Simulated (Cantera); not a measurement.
Feed: 1 mol MgO, 0.13 mol O2, 0.92 mol N2, 0.68 mol SO2, at 1773.15 K and 0.500 bar.

These are equilibrium values from Cantera (NASA tables, ideal gas, pure condensed phases), not measurements of a reactor. Candidate condensed phases: Mg, MgO, MgS, MgSO4, S; 22 gas species. Rates play no part.

Base state: N2 0.531, SO2 0.392, O2 0.0738, NO 0.00184, SO3 0.000872, O 3.61e-5, SO 2.98e-5 (mole fractions); condensed: MgO(s).

Question: What changes in the equilibrium state with this change: temperature from 1773.15 K to 1523.15 K?

Answer: 
```
species        before     after
-----------  --------  --------
N2              0.531     0.532
SO2             0.392     0.391
O2             0.0738    0.0737
SO3          0.000872   0.00250
NO            0.00184  0.000666
SO            2.98e-5   1.03e-6
O             3.61e-5   2.12e-6
MgO(s), mol      1.00      1.00
```
